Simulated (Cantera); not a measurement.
An isothermal, constant-pressure homogeneous reactor starts with C2H6 : N2 = 1 : 40 (molar parts), at 1300 K and 2.40 Torr.

Detailed kinetics in Cantera: GRI-Mech 3.0 (53 species, 325 reactions). GRI-Mech 3.0 stops at C3 and has no aromatics, soot or wall deposition, so with more carbon than oxygen in the feed, carbon stays in small species such as C2H2 where larger ones or solid carbon would form. Radical loss at walls, strong at low pressure, is not modelled.

x: mole fraction; the columns are a selection and need not sum to one.

```csv
t (s),x C2H6,x H2,x C2H,x C2H2,x CH3,x C2H4
2.00e-5,0.0244,2.15e-12,<1e-12,<1e-12,[?],1.50e-12
0.000104,0.0244,6.43e-11,<1e-12,<1e-12,[?],1.30e-10
0.000545,0.0244,6.46e-9,<1e-12,<1e-12,[?],1.51e-8
0.00284,0.0244,1.47e-6,<1e-12,2.27e-11,[?],1.87e-6
0.0148,0.0239,0.000203,<1e-12,1.87e-7,[?],0.000216
0.0775,0.0177,0.00493,4.73e-10,0.000152,[?],0.00516
0.404,0.00119,0.0215,5.91e-9,0.00568,[?],0.0134
2.11,9.53e-6,0.0299,1.79e-9,0.0133,[?],0.00671
11.0,5.72e-7,0.0337,5.44e-10,0.0171,[?],0.00286
57.5,2.04e-7,0.0361,3.64e-10,0.0196,[?],0.000399
300,2.34e-7,0.0367,4.16e-10,0.0200,[?],1.38e-5
```

Complete the blanks.


- 2.00e-5, x CH3: 5.05e-7
- 0.000104, x CH3: 2.63e-6
- 0.000545, x CH3: 1.37e-5
- 0.00284, x CH3: 6.96e-5
- 0.0148, x CH3: 0.000324
- 0.0775, x CH3: 0.00108
- 0.404, x CH3: 0.000365
- 2.11, x CH3: 3.95e-5
- 11.0, x CH3: 9.50e-6
- 57.5, x CH3: 5.60e-6
- 300, x CH3: 6.13e-6
